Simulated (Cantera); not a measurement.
A Cantera script and what it prints.

```python
import numpy as np
import cantera as ct

gas_names = """
    Ba BaF BaF2 BaOH BaO2H2 F FO FO2 F2 F2O H HF HNO HNO2 HNO3 HOF HO2 H2 H2F2 H2O H2O2 H3F3 H4F4 H5F5
    H6F6 H7F7 N NF NF2 NF3 NH NH2 NH3 NH2OH NO NO2 NO3 N2 N2H2 N2H4 N2O O OH O2 O3
""".split()
cond_names = """
    Ba(cr) Ba(L) BaF2(a) BaF2(b,c) BaF2(L) BaO(s) BaO(L) BaO2H2(s) BaO2H2(L) H2O(s) H2O(L)
""".split()


def load(file, names, dense=False):
    # The tables refer to 1 bar. Condensed volumes are neglected.
    table = {s.name: s for s in ct.Species.list_from_file(file)}
    out = []
    for n in names:
        d = dict(table[n].input_data)
        d["thermo"] = dict(d["thermo"], **{"reference-pressure": 1e5})
        if dense:
            d["equation-of-state"] = {"model": "constant-volume", "density": "1e6 g/cm^3"}
        out.append(ct.Species.from_dict(d))
    return out


gas = ct.Solution(thermo="ideal-gas", species=load("nasa_gas.yaml", gas_names))
cond = {s.name: ct.Solution(thermo="fixed-stoichiometry", species=[s], name=s.name)
        for s in load("nasa_condensed.yaml", cond_names, dense=True)}
atoms = {
    'BaF2': {'Ba': 1, 'F': 2},
    'H2O': {'H': 2, 'O': 1},
    'N2': {'N': 2},
}
top_T = {}  # K; cautious upper limits of use, not melting points


def equilibrate(T, P, feed):
    n = {}
    for name, mol in feed.items():
        for a, k in atoms[name].items():
            n[a] = n.get(a, 0.0) + k * mol
    gas.TPX = T, P, n
    mass = sum(n.values()) * gas.mean_molecular_weight
    gas.equilibrate("TP")
    valid = [c for c in cond.values() if c.min_temp <= T <= top_T.get(c.name, c.max_temp)]
    mix = ct.Mixture([(gas, mass / gas.mean_molecular_weight)] + [(c, 0.0) for c in valid])
    mix.T, mix.P = T, P
    mix.equilibrate("TP", solver="vcs", rtol=1e-11, max_steps=5000)
    return mix


results = []
T = 2073.15  # K
P = 77000  # Pa
for m in [0.4, 2, 3.6, 5.2, 6.8, 8.4, 10, 12]:
    feed = {'BaF2': 1, 'H2O': m, 'N2': 6.4}  # mol
    mix = equilibrate(T, P, feed)
    results.append((T, P, feed, dict(zip(mix.species_names, mix.species_moles))))

top = {s: max(r[3][s] / sum(r[3][g] for g in gas_names) for r in results) for s in gas_names}
cols = sorted((s for s in top if top[s] > 0.0001), key=lambda s: -top[s])[:9]
seen = [c for c in cond_names if any(r[3].get(c, 0) > 1e-12 for r in results)]
print("log10 of partial pressures in bar; condensed amounts in mol")
print(f"{'n(H2O)':>10s}" + "".join(f"{s[:9]:>10s}" for s in cols + seen))
for T, P, feed, n in results:
    ng = sum(n[g] for g in gas_names)
    print(f"{feed['H2O']:10.4g}" + "".join(f"{np.log10(max(n[s] / ng * P / 1e5, 1e-99)):10.3f}" for s in cols)
          + "".join(f"{n.get(c, 0):10.4g}" for c in seen))
```

It prints:

```
log10 of partial pressures in bar; condensed amounts in mol
    n(H2O)        N2       H2O      BaF2        HF    BaO2H2        H2        O2        OH        NO   BaF2(L)    BaO(s)
       0.4    -0.167    -1.439    -1.372    -2.121    -2.940    -3.006    -3.483    -3.460    -3.466    0.5636   0.02305
         2    -0.262    -0.809    -1.372    -1.807    -2.310    -2.592    -3.052    -3.037    -3.298    0.4104   0.03207
       3.6    -0.339    -0.626    -1.372    -1.715    -2.127    -2.473    -2.922    -2.913    -3.272    0.2704   0.02802
       5.2    -0.405    -0.530    -1.372    -1.667    -2.030    -2.411    -2.853    -2.848    -3.270    0.1336   0.02077
       6.8    -0.462    -0.469    -1.373    -1.637    -1.969    -2.372    -2.809    -2.806    -3.276         0    0.0119
       8.4    -0.508    -0.421    -1.434    -1.634    -1.941    -2.342    -2.775    -2.774    -3.283         0         0
        10    -0.550    -0.386    -1.491    -1.629    -1.936    -2.319    -2.750    -2.750    -3.291         0         0
        12    -0.597    -0.352    -1.557    -1.629    -1.935    -2.297    -2.726    -2.727    -3.303         0         0
```

Equilibrium computed with Cantera from the NASA thermochemical tables; the gas is ideal and each condensed phase is pure. Mutual solubility and eutectic melting of coexisting phases are not modelled.
